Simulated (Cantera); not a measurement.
borazine + O2 + N2 (boron, boron nitride and boron oxide)

A closed system holds: 1 mol borazine, 0.059 mol O2, 0.22 mol N2, equilibrated at 100 Torr.

Equilibrium computed with Cantera from the NASA thermochemical tables; the gas is ideal and each condensed phase is pure. Candidate condensed phases: B, BN, B2O3, B3O3H3, H2O; 39 gas species. The feed counts by its element totals alone. Mutual solubility and eutectic melting of coexisting phases are not modelled. The tables' values for BH2 are old estimates; treat these amounts as uncertain. Gases not in the tables: H3BO3. Kinetics and transport are ignored.

```tsv
T (°C)	x H2	x N2	x HBO	x HBO2	x H	x B2O3	x BO	x B2O2	n BN(s)	n B2O3(l)
1175	0.918	0.0788	0.000369	0.00165	2.42e-5	5.39e-5	2.74e-7	1.28e-6	2.93	0.0334
1225	0.916	0.0787	0.000815	0.00258	4.50e-5	0.000156	1.05e-6	5.44e-6	2.93	0.0306
1275	0.914	0.0785	0.00171	0.00391	8.06e-5	0.000421	3.67e-6	2.10e-5	2.93	0.0259
1325	0.910	0.0783	0.00341	0.00576	0.000139	0.00106	1.19e-5	7.42e-5	2.93	0.0177
1375	0.903	0.0781	0.00650	0.00825	0.000232	0.00252	3.56e-5	0.000242	2.93	0.00362
1425	0.899	0.0787	0.00960	0.00752	0.000376	0.00297	8.04e-5	0.000476	2.92	0
1475	0.896	0.0796	0.0129	0.00595	0.000592	0.00278	0.000161	0.000775	2.91	0
1525	0.893	0.0804	0.0164	0.00446	0.000911	0.00236	0.000299	0.00115	2.91	0
1575	0.890	0.0813	0.0198	0.00314	0.00137	0.00179	0.000516	0.00154	2.90	0
1625	0.887	0.0820	0.0227	0.00207	0.00202	0.00122	0.000830	0.00187	2.89	0
1675	0.884	0.0825	0.0249	0.00129	0.00291	0.000755	0.00125	0.00207	2.89	0
1725	0.882	0.0828	0.0263	0.000767	0.00412	0.000431	0.00179	0.00214	2.89	0
1775	0.879	0.0830	0.0269	0.000445	0.00575	0.000234	0.00244	0.00209	2.88	0
```
x: gas mole fraction; n: condensed amount in mol.

From 1175 °C to 1375 °C the condensed part is BN(s) + B2O3(l). From 1425 °C to 1775 °C the condensed part is BN(s). The share of B in condensed phases is highest at 1175 °C (99.8 %) and lowest at 1775 °C (96.1 %).
